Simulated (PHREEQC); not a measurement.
# Copper plating or etch bath (model solution)

Make-up at 25 °C: 0.0036 mol CuCl2, 0.00013 mol HCl and 0.00032 mol NaCl per kg of water. It is in equilibrium with CO2 at log p = -2 (atm). Otherwise closed; pH follows from the charge balance.

Computed with PHREEQC (ion-association model, wateq4f.dat).

Each row changes one thing in this solution. No solid was allowed to form.

```csv
case,pH,HCO3- (mol/kgw),NaHCO3 (mol/kgw),SI of Halite (NaCl),SI of Nahcolite (NaHCO3)
as made,3.92,1.39e-6,2.01e-10,-7.29,-8.90
temperature from 25 to 55 °C,3.92,(withheld),1.23e-10,-7.36,-9.36
diluted 100-fold with water,4.88,1.17e-5,2.05e-11,-11.20,-9.89
NaCl from 0.00032 to 0.00016 mol/kgw,3.92,1.38e-6,1.01e-10,-7.60,-9.20
CuCl2 left out,3.89,1.21e-6,(withheld),-8.44,(withheld)
temperature from 25 to 45 °C,3.92,1.02e-6,1.47e-10,-7.34,-9.21
NaCl from 0.00032 to 6.4e-05 mol/kgw,3.92,1.38e-6,4.03e-11,-8.00,-9.60
HCl replaced by AlCl3 at the same molality,4.46,4.85e-6,7.01e-10,-7.28,-8.36
HCl replaced by ZnCl2 at the same molality,4.70,8.37e-6,1.21e-9,-7.28,-8.12
```

Question: Some entries are withheld; supply them.

Answer: 
- temperature from 25 to 55 °C, HCO3- (mol/kgw): 8.56e-7
- CuCl2 left out, NaHCO3 (mol/kgw): 2.08e-10
- CuCl2 left out, SI of Nahcolite (NaHCO3): -8.88

Some of these states are supersaturated (in Gibbsite (slow to form), Boehmite (slow to form), for instance). Constants without temperature data keep their 25 °C values here.
